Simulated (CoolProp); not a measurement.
Properties of isopentane at several states.

Model: reference Helmholtz-energy equation of state, Lemmon 2006, in CoolProp. It is a short technical equation, of lower accuracy than the large ones.

```tsv
T (°C)	p (kPa)	phase	cp (kJ/(kg K))	cv (kJ/(kg K))	speed of sound (m/s)	Joule-Thomson coefficient (K/MPa)	fugacity coefficient
122.55	11.3	gas	?	1.985	219.3	?	0.9981
-93.85	2850	liquid	?	1.291	1594	-0.5988	?
-153.95	2190	liquid	1.740	?	1985	-0.6232	3.812e-10
-57.25	19000	liquid	?	1.410	?	-0.5620	0.0002063
```

Q: Some entries are withheld; supply them.

A: 
- 122.55, cp (kJ/(kg K)): 2.102
- 122.55, Joule-Thomson coefficient (K/MPa): 11.87
- -93.85, cp (kJ/(kg K)): 1.789
- -93.85, fugacity coefficient: 1.851e-5
- -153.95, cv (kJ/(kg K)): 1.216
- -57.25, cp (kJ/(kg K)): 1.889
- -57.25, speed of sound (m/s): 1481
